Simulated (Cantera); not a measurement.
A Cantera script and its output.

```python
import numpy as np
import cantera as ct

gas = ct.Solution("gri30.yaml", transport_model="multicomponent")
show = ['H2', 'CH3', 'NO']

rows = []
print(f"{'T/K':>7s}{'rho':>11s}{'cp':>10s}{'mu':>11s}{'lambda':>11s}{'Pr':>7s}" + "".join(f"{'D_' + s:>11s}" for s in show))
for T in [400, 500, 600, 700, 800, 900, 1000, 1100, 1200]:
    gas.TPX = T, 4600, {'O2': 0.3, 'N2O': 0.34}
    Pr = gas.cp_mass * gas.viscosity / gas.thermal_conductivity
    D = [gas.mix_diff_coeffs_mole[gas.species_index(s)] for s in show]
    rows.append([gas.density, gas.cp_mass, gas.viscosity, gas.thermal_conductivity, Pr, *D])
    print(f"{T:7g}{gas.density:11.4e}{gas.cp_mass:10.1f}{gas.viscosity:11.4e}"
          f"{gas.thermal_conductivity:11.4e}{Pr:7.3f}" + "".join(f"{d:11.4e}" for d in D))
print("SI units: kg/m3, J/kg/K, Pa s, W/m/K, m2/s")
```

Result:

```
    T/K        rho        cp         mu     lambda     Pr       D_H2      D_CH3       D_NO
    400 5.3086e-02     959.0 2.1843e-05 2.8764e-02  0.728 2.5960e-03 7.2139e-04 6.4049e-04
    500 4.2469e-02    1014.7 2.6111e-05 3.6279e-02  0.730 3.7926e-03 1.0729e-03 9.4637e-04
    600 3.5391e-02    1062.7 3.0002e-05 4.3601e-02  0.731 5.1565e-03 1.4756e-03 1.2960e-03
    700 3.0335e-02    1103.7 3.3607e-05 5.0689e-02  0.732 6.6770e-03 1.9257e-03 1.6862e-03
    800 2.6543e-02    1138.1 3.6985e-05 5.7511e-02  0.732 8.3457e-03 2.4205e-03 2.1148e-03
    900 2.3594e-02    1166.9 4.0178e-05 6.4048e-02  0.732 1.0156e-02 2.9577e-03 2.5798e-03
   1000 2.1234e-02    1190.4 4.3218e-05 7.0298e-02  0.732 1.2102e-02 3.5353e-03 3.0798e-03
   1100 1.9304e-02    1208.0 4.6129e-05 7.6171e-02  0.732 1.4179e-02 4.1517e-03 3.6133e-03
   1200 1.7695e-02    1223.9 4.8927e-05 8.1893e-02  0.731 1.6382e-02 4.8057e-03 4.1793e-03
SI units: kg/m3, J/kg/K, Pa s, W/m/K, m2/s
```

Detailed kinetics in Cantera: GRI-Mech 3.0 (53 species, 325 reactions). The composition is frozen, though it would react at the higher temperatures.
